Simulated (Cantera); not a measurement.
Feed: 1 mol Ta₂O₅, 0.32 mol C, 0.12 mol CO, equilibrated at 1750 K and 9.00 Torr.

These are equilibrium values from Cantera (NASA tables, ideal gas, pure condensed phases), not measurements of a reactor. Candidate condensed phases: C, Ta, TaC, Ta₂O₅; 15 gas species. Mutual solubility and eutectic melting of coexisting phases are not modelled. TaC: taken at fixed stoichiometry. Condensed phases not in the tables: Ta₂C. Equilibrium is a limit: real reactors are often held back by kinetics, nucleation or transport.

Base state: CO 0.999, CO₂ 0.000577 (mole fractions); condensed: TaC(s) + Ta₂O₅(s).

What changes in the equilibrium state with this change: temperature from 1750 K to 2448.15 K?


| species | before | after |
|---|---|---|
| CO | 0.999 | 0.962 |
| TaO₂ | 2.94e-7 | 0.0297 |
| TaO | 1.45e-8 | 0.00718 |
| O | <1e-9 | 2.99e-5 |
| CO₂ | 0.000577 | 0.00111 |
| TaC(s), mol | 0.0915 | 0 |
| Ta₂O₅(s), mol | 0.954 | 0 |
| Ta(s), mol | 0 | 0.124 |
| Ta₂O₅(l), mol | 0 | 0.930 |
Condensed phases not in the tables: Ta₂C, N, O or C dissolved in the metal.
